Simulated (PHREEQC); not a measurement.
PHREEQC input (ion-association model, phreeqc.dat):

```
SOLUTION_SPECIES
  CO3-2 + 10 H+ + 8 e- = CH4 + 3 H2O  # shut off: no methane
    -log_k -100
    -delta_h 0
    -analytic -100
SOLUTION 1
  temp 25
  units mol/kgw
  pH 7 charge
END
SELECTED_OUTPUT 1
  -reset false
  -pH true
  -pe true
  -ionic_strength true
  -water true
  -totals C C(-4) C(4) Ntg
  -molalities H+ CO3-2 OH- HCO3- CO2 (CO2)2
USER_PUNCH 1
  -headings p_CO2(g) phi_CO2(g) p_Ntg(g) phi_Ntg(g) p_H2O(g) phi_H2O(g) density
  10 PUNCH PR_P("CO2(g)"), PR_PHI("CO2(g)"), PR_P("Ntg(g)"), PR_PHI("Ntg(g)"), PR_P("H2O(g)"), PR_PHI("H2O(g)"), RHO
PRINT
  -reset false
USE solution 1
REACTION_TEMPERATURE 1
  10
GAS_PHASE 1
  -fixed_pressure
  -pressure 10
  -temperature 10
  -volume 20
  CO2(g) 8.4
  Ntg(g) 1.6
  H2O(g) 0
END
# ... the last block is repeated for the other 8 points of T (°C)
```

Selected output (columns that matter, 9 of 9 rows; T (°C) added in front):

```
T (°C)	pH	mu	C	Ntg	m_H+	m_OH-	m_CO2	p_CO2(g)	phi_CO2(g)	p_Ntg(g)	phi_Ntg(g)	p_H2O(g)	phi_H2O(g)	density
10	3.4226	0.0003861	0.41737	0.0014242	0.0003861	7.9702e-12	0.41333	8.3131	0.93694	1.6733	1.0107	0.013591	0.90392	1.0044
20	3.4486	0.00036349	0.30667	0.0011857	0.00036349	1.9717e-11	0.30345	8.3217	0.94311	1.6528	1.0105	0.025531	0.91195	1.0016
30	3.4792	0.00033867	0.23544	0.0010229	0.00033868	4.5386e-11	0.23277	8.3167	0.94858	1.6375	1.0102	0.045811	0.91905	0.99826
40	3.5133	0.00031299	0.18756	0.00090933	0.00031299	9.7921e-11	0.18526	8.2971	0.95344	1.624	1.0101	0.078885	0.92529	0.9943
50	3.5503	0.00028732	0.15411	0.00082915	0.00028732	1.993e-10	0.15208	8.2592	0.95776	1.6099	1.01	0.13088	0.93071	0.98976
60	3.5897	0.00026224	0.1299	0.0007723	0.00026224	3.849e-10	0.12809	8.1972	0.96161	1.5929	1.01	0.20994	0.93535	0.98466
70	3.6315	0.00023807	0.11179	0.00073199	0.00023806	7.0902e-10	0.11014	8.1026	0.96507	1.5709	1.0101	0.32658	0.93923	0.97904
80	3.6756	0.00021497	0.097757	0.0007033	0.00021497	1.2517e-09	0.096256	7.9647	0.96818	1.5413	1.0104	0.494	0.94238	0.97293
90	3.7222	0.00019301	0.086474	0.00068227	0.00019301	2.1276e-09	0.085106	7.7703	0.97101	1.5014	1.0109	0.72833	0.94479	0.96634
```

Constants without temperature data keep their 25 °C values here.
